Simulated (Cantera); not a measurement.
Source: NASA polynomial tables (part measured, part estimated), evaluated in Cantera. Values are per mole of reaction as written; species without (g) are pure solids or liquids, kept so even where they would boil at 1 bar.

3 NO₂(g) + 2 Cr → Cr₂O₃ + 3 NO(g)

```tsv
T (K)	ΔH° (kJ)	ΔS° (J/K)	ΔG° (kJ)	log10 K	condensed phases
300	___	___	___	___	Cr(s), Cr₂O₃(s)
1900	___	___	___	___	Cr(s), Cr₂O₃(s)
2100	-964.8	-35.0	-891.3	22.17	Cr(s), Cr₂O₃(s)
2300	___	___	___	___	Cr(l), Cr₂O₃(s)
2500	___	___	___	___	Cr(l), Cr₂O₃(s)
2700	-878.1	-5.3	-863.7	16.71	Cr(l), Cr₂O₃(l)
```

Q: Some entries are withheld; supply them.

A: 
- 300, ΔH° (kJ): -963.8
- 300, ΔS° (J/K): -55.4
- 300, ΔG° (kJ): -947.2
- 300, log10 K: 164.91
- 1900, ΔH° (kJ): -958.6
- 1900, ΔS° (J/K): -31.9
- 1900, ΔG° (kJ): -898.0
- 1900, log10 K: 24.69
- 2300, ΔH° (kJ): -1007.6
- 2300, ΔS° (J/K): -55.1
- 2300, ΔG° (kJ): -881.0
- 2300, log10 K: 20.01
- 2500, ΔH° (kJ): -1008.4
- 2500, ΔS° (J/K): -55.4
- 2500, ΔG° (kJ): -869.9
- 2500, log10 K: 18.18
